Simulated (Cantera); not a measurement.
## Moist CO burnout

An isothermal, constant-pressure homogeneous reactor starts with 1.00 % CO, 5.92 % O2, 0.784 % H2O, 91.1 % N2, 1.18 % CH4, equivalence ratio 0.48, at 1375 K and 2.17 atm.

Computed with Cantera and GRI-Mech 3.0 (53 species, 325 reactions). The temperature is held fixed by assumption; the heat of reaction is taken as removed at once.

```
t (s)         x CO    x O2    x H2O    x CO2       x H     x N2O      x NO
--------  --------  ------  -------  -------  --------  --------  --------
0.000200    0.0100  0.0592  0.00784  2.93e-7   2.04e-9  7.41e-12    <1e-12
0.000537    0.0100  0.0592  0.00784  1.19e-6   6.23e-9  3.46e-11    <1e-12
0.00144     0.0100  0.0592  0.00788  6.82e-6   2.88e-8  2.11e-10    <1e-12
0.00386     0.0100  0.0588  0.00827  6.20e-5   2.11e-7   2.04e-9  1.39e-12
0.0104    0.000149  0.0307   0.0316   0.0218   6.94e-7   1.14e-6   8.25e-7
0.0278     4.94e-6  0.0307   0.0317   0.0220   9.77e-9   1.02e-6   8.43e-7
0.0746     2.63e-7  0.0307   0.0317   0.0220  9.29e-10   5.90e-7   8.49e-7
0.200      5.74e-8  0.0307   0.0317   0.0220  4.77e-10   1.43e-7   8.50e-7
0.537      5.39e-8  0.0307   0.0317   0.0220  4.51e-10   2.83e-8   8.50e-7
1.44       5.38e-8  0.0307   0.0317   0.0220  4.51e-10   2.66e-8   8.51e-7
3.86       5.38e-8  0.0307   0.0317   0.0220  4.51e-10   2.66e-8   8.53e-7
10.4       5.38e-8  0.0307   0.0317   0.0220  4.51e-10   2.66e-8   8.58e-7
27.8       5.38e-8  0.0307   0.0317   0.0220  4.51e-10   2.66e-8   8.71e-7
74.6       5.38e-8  0.0307   0.0317   0.0220  4.51e-10   2.66e-8   9.07e-7
200        5.38e-8  0.0307   0.0317   0.0220  4.51e-10   2.66e-8   1.00e-6
```
x: mole fraction; the columns are a selection and need not sum to one.

Equilibrium at this temperature and pressure: CO 5.40e-8, O2 0.0305, H2O 0.0317, CO2 0.0220, H 4.51e-10, N2O 2.66e-8, NO 0.000260 (gas phase only).
